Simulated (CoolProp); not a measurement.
Properties of carbon monoxide along the isobar 17.4 MPa (Tc = 132.9 K, pc = 3.498 MPa, ω = 0.050).

Computed with CoolProp (reference Helmholtz-energy equation of state, Lemmon 2006). It is a short technical equation, of lower accuracy than the large ones.

| T (K) | phase | Z | cp (kJ/(kg K)) | cv (kJ/(kg K)) | speed of sound (m/s) | isothermal compressibility (1/MPa) | expansivity (1/kK) |
|---|---|---|---|---|---|---|---|
| 100.7 | liquid | 0.7659 | 2.003 | 1.066 | 853.5 | 0.003396 | 4.902 |
| 107.8 | liquid | 0.7416 | 2.012 | 1.035 | 801.9 | 0.004123 | 5.233 |
| 114.9 | liquid | 0.7231 | 2.027 | 1.008 | 751.4 | 0.005046 | 5.618 |
| 122.1 | liquid | 0.7097 | 2.048 | 0.9844 | 701.7 | 0.006245 | 6.066 |
| 129.2 | liquid | 0.7014 | 2.073 | 0.9637 | 654.5 | 0.007764 | 6.566 |
| 136.3 | supercritical | 0.6979 | 2.100 | 0.9454 | 609.4 | 0.009707 | 7.119 |
| 143.4 | supercritical | 0.6992 | 2.127 | 0.9291 | 567.2 | 0.01217 | 7.710 |
| 150.6 | supercritical | 0.7053 | 2.150 | 0.9143 | 528.1 | 0.01528 | 8.316 |
| 157.7 | supercritical | 0.7160 | 2.162 | 0.9010 | 493.6 | 0.01897 | 8.872 |
| 164.8 | supercritical | 0.7309 | 2.158 | 0.8888 | 464.0 | 0.02318 | 9.322 |
